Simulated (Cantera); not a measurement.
Cantera run:

```python
import numpy as np
import cantera as ct

gas_names = """
    AL ALC ALH ALO ALOH ALO2 ALO2H AL2 AL2O AL2O2 C CH CH2 CH3 CH2OH CH3O CH4 CH3OH CO CO2 COOH C2 C2H
    CHCO,ketyl C2H2,acetylene C2H2,vinylidene CH2CO,ketene C2H3,vinyl CH3CO,acetyl C2H4 C2H4O,ethylen
    CH3CHO,ethanal CH3COOH (HCOOH)2 C2H5 C2H6 CH3OCH3 C2H5OH C2O C3 C3H3,propargyl C3H4,allene
    C3H4,propyne C3H4,cyclo- C3H5,allyl C3H6,propylene C3H6,cyclo- C3H6O C3H7,n-propyl C3H7,i-propyl
    C3H8 C3H8O,1propanol C3H8O,2propanol C3O2 C4 C4H2 C4H4,1,3-cyclo- C4H6,butadiene C4H6,2-butyne
    C4H6,cyclo- C4H8,1-butene C4H8,cis2-buten C4H8,tr2-butene C4H8,isobutene C4H8,cyclo- (CH3COOH)2
    C4H9,n-butyl C4H9,i-butyl C4H9,s-butyl C4H9,t-butyl C4H10,isobutane C4H10,n-butane C5 C5H6,1,3cyclo-
    C5H8,cyclo- C5H10,1-pentene C5H10,cyclo- C5H11,pentyl C5H11,t-pentyl C5H12,n-pentane C5H12,i-pentane
    CH3C(CH3)2CH3 C6H2 C6H5,phenyl C6H5O,phenoxy C6H6 C6H5OH,phenol C6H10,cyclo- C6H12,1-hexene
    C6H12,cyclo- C6H13,n-hexyl C7H7,benzyl C7H8 C7H8O,cresol C7H14,1-heptene C7H15,n-heptyl
    C7H16,n-heptane C8H8,styrene C8H10,ethylbenz C8H16,1-octene C8H17,n-octyl C8H18,isooctane
    C8H18,n-octane C9H19,n-nonyl C10H8,naphthale C10H21,n-decyl C12H9,o-bipheny C12H10,bipheny H HALO
    HCO HO2 H2 HCHO,formaldehy HCOOH H2O H2O2 O OH O2 O3
""".split()
cond_names = """
    AL(cr) AL(L) AL2O3(a) AL2O3(L) C(gr) C6H6(L) C7H8(L) C8H18(L),n-octa H2O(s) H2O(L)
""".split()


def load(file, names, dense=False):
    # The tables refer to 1 bar. Condensed volumes are neglected.
    table = {s.name: s for s in ct.Species.list_from_file(file)}
    out = []
    for n in names:
        d = dict(table[n].input_data)
        d["thermo"] = dict(d["thermo"], **{"reference-pressure": 1e5})
        if dense:
            d["equation-of-state"] = {"model": "constant-volume", "density": "1e6 g/cm^3"}
        out.append(ct.Species.from_dict(d))
    return out


gas = ct.Solution(thermo="ideal-gas", species=load("nasa_gas.yaml", gas_names))
cond = {s.name: ct.Solution(thermo="fixed-stoichiometry", species=[s], name=s.name)
        for s in load("nasa_condensed.yaml", cond_names, dense=True)}
atoms = {
    'Al(CH3)3': {'AL': 1, 'C': 3, 'H': 9},
    'H2O': {'H': 2, 'O': 1},
    'H2': {'H': 2},
}
top_T = {'C(gr)': 4500}  # K; cautious upper limits of use, not melting points


def equilibrate(T, P, feed):
    n = {}
    for name, mol in feed.items():
        for a, k in atoms[name].items():
            n[a] = n.get(a, 0.0) + k * mol
    gas.TPX = T, P, n
    mass = sum(n.values()) * gas.mean_molecular_weight
    gas.equilibrate("TP")
    valid = [c for c in cond.values() if c.min_temp <= T <= top_T.get(c.name, c.max_temp)]
    mix = ct.Mixture([(gas, mass / gas.mean_molecular_weight)] + [(c, 0.0) for c in valid])
    mix.T, mix.P = T, P
    mix.equilibrate("TP", solver="vcs", rtol=1e-11, max_steps=5000)
    return mix


results = []
feed = {'Al(CH3)3': 1, 'H2O': 18, 'H2': 25}  # mol
P = 3700  # Pa
for T in [700, 900, 1100, 1300, 1500, 1700, 1900, 2100]:
    mix = equilibrate(T, P, feed)
    results.append((T, P, feed, dict(zip(mix.species_names, mix.species_moles))))

top = {s: max(r[3][s] / sum(r[3][g] for g in gas_names) for r in results) for s in gas_names}
cols = sorted((s for s in top if top[s] > 0.001), key=lambda s: -top[s])[:7]
seen = [c for c in cond_names if any(r[3].get(c, 0) > 1e-12 for r in results)]
print("log10 of partial pressures in bar; condensed amounts in mol")
print(f"{'T/K':>10s}" + "".join(f"{s[:9]:>10s}" for s in cols + seen))
for T, P, feed, n in results:
    ng = sum(n[g] for g in gas_names)
    print(f"{T:10.4g}" + "".join(f"{np.log10(max(n[s] / ng * P / 1e5, 1e-99)):10.3f}" for s in cols)
          + "".join(f"{n.get(c, 0):10.4g}" for c in seen))
```

Result:

```
log10 of partial pressures in bar; condensed amounts in mol
       T/K        H2       H2O        CO       CH4       CO2         H  AL2O3(a)
       700    -1.619    -1.973    -3.629    -2.951    -3.010   -14.407       0.5
       900    -1.587    -2.050    -2.912    -5.744    -3.013   -10.726       0.5
      1100    -1.594    -2.031    -2.792    -8.035    -3.235    -8.384       0.5
      1300    -1.597    -2.022    -2.742    -9.655    -3.413    -6.755       0.5
      1500    -1.599    -2.017    -2.718   -10.852    -3.549    -5.554       0.5
      1700    -1.600    -2.015    -2.704   -11.767    -3.653    -4.632       0.5
      1900    -1.602    -2.014    -2.697   -12.489    -3.733    -3.902       0.5
      2100    -1.608    -2.016    -2.694   -13.079    -3.796    -3.310    0.4999
```

These are equilibrium values from Cantera (NASA tables, ideal gas, pure condensed phases), not measurements of a reactor. The feed counts by its element totals alone.
